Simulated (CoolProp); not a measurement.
Vapour-liquid equilibrium of hexamethyldisiloxane (MM) (1) + toluene (2) at 31.05 °C; x and y are mole fractions of (1).

Values from CoolProp's multi-fluid Helmholtz-energy mixture model, Thol 2016 and Lemmon 2006; pair parameters Bell 2016.

```tsv
x	bubble pressure, mixture model (MPa)	bubble pressure, Raoult's law (MPa)	y, mixture model	y, Raoult's law
0.05	0.005400	0.005274	0.092	0.071
0.15	0.005847	0.005510	0.246	0.205
0.25	0.006234	0.005747	0.370	0.327
0.35	0.006563	0.005983	0.471	0.440
0.45	0.006838	0.006220	0.559	0.544
0.55	0.007064	0.006456	0.637	0.641
0.65	0.007246	0.006693	0.711	0.730
0.75	0.007386	0.006930	0.785	0.814
0.85	0.007481	0.007166	0.864	0.892
0.95	0.007523	0.007403	0.951	0.965
```

The largest gap from Raoult's law is +9.9 % in bubble pressure, at x = 0.45. No azeotrope shows between x = 0.05 and 0.95.

Pair parameters are fitted to limited data, so mixtures are less certain than the pure fluids.
